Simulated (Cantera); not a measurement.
Cantera run, input and output.

```python
import numpy as np
import cantera as ct

gas = ct.Solution("gri30.yaml")
gas.TPX = 1598, 230, {'CH4': 1, 'H2': 3}
inlet = ct.Reservoir(gas, clone=True)

reactor = ct.IdealGasConstPressureReactor(gas, energy="off", clone=False)
exhaust = ct.Reservoir(gas, clone=True)
tau = [0.41, 0.17, 0.071, 0.03, 0.012, 0.0051, 0.0022, 0.0009, 0.00037, 0.00016][0]
for a, b in ((inlet, reactor), (reactor, exhaust)):
    ct.MassFlowController(a, b, mdot=lambda t: reactor.mass / tau)
net = ct.ReactorNet([reactor])
show = ['CH4', 'H2', 'C2H6', 'C2H4', 'C2H2']

rows = []
print(f"{'tau/s':>10s}{'T/K':>9s}" + "".join(f"{s:>11s}" for s in show))
for tau in [0.41, 0.17, 0.071, 0.03, 0.012, 0.0051, 0.0022, 0.0009, 0.00037, 0.00016]:
    net.initial_time = 0.0
    net.advance(30 * tau)
    before = gas.X
    net.advance(40 * tau)
    drift = np.max(np.abs(gas.X - before) / (gas.X + 1e-9))
    rows.append([gas.T, *gas[show].X, drift])
    print(f"{tau:10.3e}{gas.T:9.1f}" + "".join(f"{x:11.3e}" for x in gas[show].X))
```

Result:

```
     tau/s      T/K        CH4         H2       C2H6       C2H4       C2H2
 4.100e-01   1598.0  2.300e-01  7.607e-01  3.091e-05  1.648e-03  5.760e-03
 1.700e-01   1598.0  2.469e-01  7.512e-01  1.091e-05  4.881e-04  4.132e-04
 7.100e-02   1598.0  2.495e-01  7.501e-01  1.854e-06  4.885e-05  9.925e-06
 3.000e-02   1598.0  2.498e-01  7.500e-01  2.878e-07  3.999e-06  2.486e-07
 1.200e-02   1598.0  2.499e-01  7.500e-01  3.339e-08  2.622e-07  5.467e-09
 5.100e-03   1598.0  2.500e-01  7.500e-01  3.643e-09  1.994e-08  1.638e-10
 2.200e-03   1598.0  2.500e-01  7.500e-01  3.462e-10  1.532e-09  5.246e-12
 9.000e-04   1598.0  2.500e-01  7.500e-01  2.433e-11  9.342e-11  1.289e-13
 3.700e-04   1598.0  2.500e-01  7.500e-01  1.505e-12  5.055e-12  2.848e-15
 1.600e-04   1598.0  2.500e-01  7.500e-01  9.492e-14  2.648e-13  6.433e-17
```

Detailed kinetics in Cantera: GRI-Mech 3.0 (53 species, 325 reactions). GRI-Mech 3.0 stops at C3 and has no aromatics, soot or wall deposition, so with more carbon than oxygen in the feed, carbon stays in small species such as C2H2 where larger ones or solid carbon would form. Radical loss at walls, strong at low pressure, is not modelled.
